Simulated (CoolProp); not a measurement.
The numbers come from the reference Helmholtz-energy equation of state, Lemmon 2005 in CoolProp. It is a short technical equation, of lower accuracy than the large ones.

Q: Give the vapour pressure (MPa), liquid density (kg/m³), vapour density (kg/m³), enthalpy of vaporisation (kJ/kg) of saturated 1-butene at -41.35, 0.35 °C.

A: 
```
T (°C)  p (MPa)  liquid density (kg/m³)  vapour density (kg/m³)  enthalpy of vaporisation (kJ/kg)
------  -------  ----------------------  ----------------------  --------------------------------
-41.35   0.0203                     664                   0.599                               424
0.35      0.130                     618                    3.39                               386
```
